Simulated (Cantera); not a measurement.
## Catalytic combustion on Pt

An isothermal plug-flow reactor at 1148 K and 1.30 bar (inlet), inlet velocity 0.095 m/s, active area per volume 530 1/m; feed CH4 : O2 : N2 = 0.0027 : 0.06 : 0.79 (molar parts), equivalence ratio 0.090.

Cantera simulation using Deutschmann's 1995 Pt surface mechanism with GRI-Mech 3.0 gas chemistry; the numbers are that mechanism's predictions, not measurements. Catalytic surfaces can have several steady states; this one follows from the mechanism file's or the stated starting coverage. Mass transfer to the wall is taken as infinitely fast.

```tsv
z (m)	x CH4	x O2	x H2O	x CO2	x CO	θ free Pt	θ O*	θ OH*
0.00012	0.00256	0.0692	0.00120	0.000595	2.73e-6	0.370	0.630	0.000560
0.00021	0.00218	0.0684	0.00195	0.000969	2.34e-6	0.370	0.629	0.000704
0.00037	0.00164	0.0673	0.00303	0.00150	1.77e-6	0.371	0.628	0.000871
0.00066	0.000965	0.0660	0.00435	0.00216	1.07e-6	0.372	0.627	0.00104
0.0012	0.000354	0.0648	0.00555	0.00275	4.52e-7	0.372	0.626	0.00117
0.0021	6.56e-5	0.0642	0.00613	0.00305	1.35e-7	0.373	0.626	0.00123
0.0037	3.22e-6	0.0641	0.00628	0.00312	2.80e-8	0.373	0.626	0.00125
0.0066	1.42e-8	0.0641	0.00630	0.00314	8.70e-9	0.373	0.626	0.00125
0.012	1.27e-10	0.0641	0.00631	0.00315	5.57e-9	0.373	0.626	0.00125
```
x: gas mole fraction; θ: surface coverage.
